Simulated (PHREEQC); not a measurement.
PHREEQC input (ion-association model, wateq4f.dat):

```
SOLUTION_MASTER_SPECIES
  An  An-  0  An  62.0  # stands for a non-complexing anion
SOLUTION_SPECIES
  An- = An-
    -log_k 0
    -gamma 3.0 0
PHASES
  Fix_H+
    H+ = H+
    -log_k 0
SOLUTION 1
  temp 25
  units mmol/kgw
  pH 7 charge
  S(6) 0.011
  Na 1.022
  An 1
END
SELECTED_OUTPUT 1
  -reset false
  -pH true
  -pe true
  -ionic_strength true
  -water true
  -totals Na S S(-2) S(6)
  -molalities Hfo_wOH Hfo_wOH2+ Hfo_wO- Hfo_sOH Hfo_sOH2+ Hfo_sO- Hfo_wSO4- Hfo_wOHSO4-2
  -saturation_indices Mirabilite
USER_PUNCH 1
  -headings sigma psi
  10 PUNCH EDL("sigma", "Hfo"), EDL("psi", "Hfo")
PRINT
  -reset false
USE solution 1
SURFACE 1
  Hfo_wOH 0.00206742 600 0.92
  Hfo_sOH 5.16854e-05
EQUILIBRIUM_PHASES 1
  Fix_H+ -4 HAn 10
    -force_equality true
  O2(g) -0.68 10
END
# ... the last block is repeated for the other 16 points of pH, with NaOH or the acid as the point needs
```

Selected output (columns that matter, 15 of 17 rows; pH added in front):

```
pH	mu	Na	S	m_Hfo_wOH	m_Hfo_wOH2+	m_Hfo_wO-	m_Hfo_sOH	m_Hfo_sOH2+	m_Hfo_sO-	m_Hfo_wSO4-	m_Hfo_wOHSO4-2	si_Mirabilite	sigma	psi
4	0.0014884	0.001022	1.3421e-10	0.0012395	0.00077126	4.5636e-05	3.1154e-05	1.9385e-05	1.147e-06	2.615e-06	8.3849e-06	-14.856	0.12664	0.20681
4.38	0.0013285	0.001022	3.6567e-10	0.0013794	0.00060495	7.2056e-05	3.467e-05	1.5205e-05	1.811e-06	1.9821e-06	9.0175e-06	-14.413	0.091996	0.19332
4.75	0.0012298	0.001022	1.1378e-09	0.001466	0.00048987	0.00010051	3.6847e-05	1.2312e-05	2.5262e-06	1.5778e-06	9.4211e-06	-13.915	0.066203	0.17842
5.12	0.0011636	0.001022	4.0343e-09	0.0015178	0.00040982	0.00012878	3.8148e-05	1.03e-05	3.2367e-06	1.3107e-06	9.6853e-06	-13.363	0.046748	0.16201
5.88	0.0010852	0.001022	7.4629e-08	0.0015629	0.00031716	0.00017643	3.928e-05	7.9712e-06	4.4342e-06	1.0086e-06	9.9167e-06	-12.092	0.021576	0.12438
6.25	0.0010642	0.001022	3.3884e-07	0.0015708	0.00029317	0.0001928	3.9473e-05	7.3672e-06	4.8451e-06	9.1198e-07	9.7492e-06	-11.434	0.014417	0.10465
6.62	0.0010507	0.001022	1.4715e-06	0.0015757	0.00027638	0.0002058	3.9575e-05	6.9415e-06	5.1688e-06	7.6997e-07	8.7585e-06	-10.796	0.0094509	0.084355
7	0.0010439	0.001022	4.8812e-06	0.0015807	0.0002626	0.00021798	3.9635e-05	6.5846e-06	5.4656e-06	4.7032e-07	5.6485e-06	-10.275	0.0059399	0.063271
7.38	0.0010407	0.001022	8.8843e-06	0.001585	0.00025177	0.00022857	3.9664e-05	6.3007e-06	5.7202e-06	1.5603e-07	1.9597e-06	-10.015	0.0034441	0.041942
7.75	0.0010369	0.001022	1.0518e-05	0.0015866	0.00024502	0.00023535	3.9673e-05	6.1269e-06	5.8852e-06	3.4619e-08	4.4726e-07	-9.9411	0.0015698	0.020779
8.12	0.0010341	0.0010234	1.0905e-05	0.0015869	0.00024016	0.00024022	3.9675e-05	6.0043e-06	6.0059e-06	6.668e-09	8.791e-08	-9.9241	-4.3189e-05	-0.00058819
8.88	0.0010514	0.0010511	1.0997e-05	0.0015867	0.00023001	0.00025074	3.9667e-05	5.7502e-06	6.2686e-06	2.1169e-10	2.9135e-09	-9.898	-0.0037161	-0.044441
9.25	0.0010695	0.0010767	1.0999e-05	0.001586	0.00022303	0.00025838	3.965e-05	5.5757e-06	6.4594e-06	3.9652e-11	5.6259e-10	-9.8779	-0.0063343	-0.065548
9.62	0.0011051	0.0011231	1.1e-05	0.0015845	0.00021329	0.00026965	3.9612e-05	5.3323e-06	6.7412e-06	7.5119e-12	1.1134e-10	-9.8428	-0.010098	-0.086314
10	0.0011826	0.0012173	1.1e-05	0.0015807	0.00019884	0.00028787	3.9518e-05	4.971e-06	7.1967e-06	1.3864e-12	2.1989e-11	-9.7761	-0.015951	-0.10705
```
